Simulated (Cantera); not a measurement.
An isothermal, constant-pressure homogeneous reactor starts with N₂O : N₂ = 1 : 0.3 (molar parts), at 1050 K and 1.00 bar.

Cantera simulation using GRI-Mech 3.0 (53 species, 325 reactions); the numbers are that mechanism's predictions, not measurements. GRI-Mech 3.0 was tuned for natural gas; its chemistry of N2O as a main component is partial and can be far from experiment. The mechanism lacks the step 2 NO + O2 → 2 NO2, which can matter for NO2 below about 1400 K. The temperature is held fixed by assumption; the heat of reaction is taken as removed at once.

Task: Predict: x(N₂O) at 10.0 s; x(O) at 10.0 s; x(N₂) at 10.0 s; x(NO) at 10.0 s; x(NO₂) at 10.0 s; x(O₂) at 10.0 s.

Result: 
```json
{
  "x(N₂O) at 10.0 s": "0.579 (gas-phase equilibrium 4.39e-9)",
  "x(O) at 10.0 s": "9.81e-8 (gas-phase equilibrium 3.55e-10)",
  "x(N₂) at 10.0 s": "0.349 (gas-phase equilibrium 0.722)",
  "x(NO) at 10.0 s": "0.00687 (gas-phase equilibrium 5.85e-5)",
  "x(NO₂) at 10.0 s": "0.000103 (gas-phase equilibrium 2.59e-6)",
  "x(O₂) at 10.0 s": "0.0651 (gas-phase equilibrium 0.278)"
}
```
